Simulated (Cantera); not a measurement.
Stirred combustor or abatement burner

A perfectly stirred reactor is fed with 1.34 % CH4, 0.201 % C2H6, 1.61 % C3H8, 20.3 % O2, 76.5 % N2, equivalence ratio 0.56, at 3.16 atm; it is adiabatic with a 375 K inlet, and is followed from long to short residence time, starting on the burning branch (τ in s: 0.2, 0.087, 0.039, 0.017, 0.0077, 0.0034, 0.0015, 0.00068, 0.0003, 0.00013, 6e-05, 2.7e-05).

Computed with Cantera and GRI-Mech 3.0 (53 species, 325 reactions). GRI-Mech 3.0 was tuned for natural gas; its chemistry of propane as a main component is partial and can be far from experiment.

| τ (s) | T (K) | x CH4 | x C2H6 | x C3H8 | x HCO | x O2 | x C2H |
|---|---|---|---|---|---|---|---|
| 0.20 | 1678 | 1.77e-6 | 5.46e-8 | 4.25e-7 | 2.29e-9 | 0.0878 | 2.36e-10 |
| 0.087 | 1677 | 3.03e-6 | 9.99e-8 | 8.03e-7 | 5.30e-9 | 0.0878 | 4.29e-10 |
| 0.039 | 1675 | 5.05e-6 | 1.76e-7 | 1.45e-6 | 1.20e-8 | 0.0878 | 7.34e-10 |
| 0.017 | 1671 | 8.58e-6 | 3.11e-7 | 2.60e-6 | 2.84e-8 | 0.0880 | 1.23e-9 |
| 0.0077 | 1666 | 1.43e-5 | 5.35e-7 | 4.49e-6 | 6.52e-8 | 0.0882 | 1.93e-9 |
| 0.0034 | 1656 | 2.48e-5 | 9.38e-7 | 7.84e-6 | 1.55e-7 | 0.0886 | 2.92e-9 |
| 0.0015 | 1640 | 4.48e-5 | 1.69e-6 | 1.39e-5 | 3.70e-7 | 0.0894 | 4.16e-9 |
| 0.00068 | 1611 | 8.58e-5 | 3.19e-6 | 2.55e-5 | 8.60e-7 | 0.0910 | 5.39e-9 |
| 0.00030 | 1546 | 0.000228 | 8.26e-6 | 6.21e-5 | 2.07e-6 | 0.0952 | 5.79e-9 |
| 0.00013 | 375 | 0.0134 | 0.00201 | 0.0161 | <1e-12 | 0.203 | <1e-12 |
| 6.0e-5 | 375 | 0.0134 | 0.00201 | 0.0161 | <1e-12 | 0.203 | <1e-12 |
| 2.7e-5 | 375 | 0.0134 | 0.00201 | 0.0161 | <1e-12 | 0.203 | <1e-12 |
x: mole fraction; the columns are a selection and need not sum to one.
